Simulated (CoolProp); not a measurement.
A simple Rankine cycle with propane: condensing at 298.15 K, boiler at 3.43 MPa, turbine inlet 398.1 K, turbine efficiency 0.75, pump efficiency 0.7, no recuperator. Each further row changes one setting.

Model: reference Helmholtz-energy equation of state, Lemmon 2009, in CoolProp.

```tsv
case	thermal efficiency (%)	net work (kJ/kg)	heat in (kJ/kg)	turbine exit temperature (K)	volume ratio over the turbine
as stated	9.9	…	484	…	3.81
turbine inlet 418.1 K	9.9	53.4	536	…	3.71
condensing temperature 290.15 K	11.2	56.3	505	341.5	4.68
boiler pressure 2.4 MPa	…	…	510	365.3	…
turbine efficiency 0.65	…	40.4	484	351.7	3.86
```

Question: Fill in the missing entries.

Answer: 
- as stated, net work (kJ/kg): 47.8
- as stated, turbine exit temperature (K): 348.1
- turbine inlet 418.1 K, turbine exit temperature (K): 370.9
- boiler pressure 2.4 MPa, thermal efficiency (%): 7.6
- boiler pressure 2.4 MPa, net work (kJ/kg): 39.0
- boiler pressure 2.4 MPa, volume ratio over the turbine: 2.55
- turbine efficiency 0.65, thermal efficiency (%): 8.4
